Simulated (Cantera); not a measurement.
A Cantera script and its output.

```python
import numpy as np
import cantera as ct

gas = ct.Solution("h2o2.yaml")


def delay(T, t_max=10):
    gas.TPX = T, 1800000, {'H2': 1, 'O2': 0.943, 'N2': 3.55}
    reactor = ct.IdealGasConstPressureReactor(gas, clone=False)
    net = ct.ReactorNet([reactor])
    net.rtol, net.atol = 1e-8, 1e-16
    while net.time < t_max:
        t_old, T_old = net.time, reactor.T
        net.step()
        if reactor.T > T + 400:  # ignition: a rise of 400 K
            return t_old + (T + 400 - T_old) / (reactor.T - T_old) * (net.time - t_old)
    return np.nan


taus = []
for T in [1275, 1325, 1375, 1425, 1475, 1525, 1575, 1625, 1675]:
    taus.append(delay(T))
    print(f"T0 = {T:6g} K   tau = {taus[-1]:.4e} s")
```

Result:

```
T0 =   1275 K   tau = 2.5298e-05 s
T0 =   1325 K   tau = 6.0296e-06 s
T0 =   1375 K   tau = 2.5736e-06 s
T0 =   1425 K   tau = 1.6143e-06 s
T0 =   1475 K   tau = 1.1694e-06 s
T0 =   1525 K   tau = 9.1245e-07 s
T0 =   1575 K   tau = 7.4562e-07 s
T0 =   1625 K   tau = 6.2927e-07 s
T0 =   1675 K   tau = 5.4423e-07 s
```

Cantera simulation using the H2/O2 subset of GRI-Mech 3.0, which has no nitrogen chemistry; the numbers are that mechanism's predictions, not measurements. The hydrogen kinetics of GRI-Mech 3.0 are dated; newer H2 mechanisms differ, most at raised pressure. The pressure lies above the range GRI-Mech 3.0 was tuned for (to about 10 atm). Where the delays flatten at high temperature, the 400 K rule measures the pace of heat release, not the induction time.
